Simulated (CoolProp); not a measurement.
Vapour-liquid equilibrium of hexamethyldisiloxane (MM) (1) + toluene (2) at 4.5 kPa; x and y are mole fractions of (1).

The numbers come from the multi-fluid Helmholtz-energy mixture model, Thol 2016 and Lemmon 2006; pair parameters Bell 2016 in CoolProp.

| x | bubble temperature (°C) | y at the bubble point | dew temperature at overall composition x (°C) | liquid density (mol/L) |
|---|---|---|---|---|
| 0.05 | 27.4 | 0.093 | 27.8 | 8.942 |
| 0.2 | 25.1 | 0.314 | 26.3 | 7.936 |
| 0.35 | 23.5 | 0.475 | 24.7 | 7.099 |
| 0.5 | 22.3 | 0.601 | 23.2 | 6.395 |
| 0.65 | 21.5 | 0.712 | 21.9 | 5.797 |
| 0.8 | 21.0 | 0.823 | 21.1 | 5.283 |
| 0.95 | 20.8 | 0.950 | 20.8 | 4.839 |

No azeotrope shows between x = 0.05 and 0.95.

The pair parameters rest on a limited set of measurements; away from them the model extrapolates.
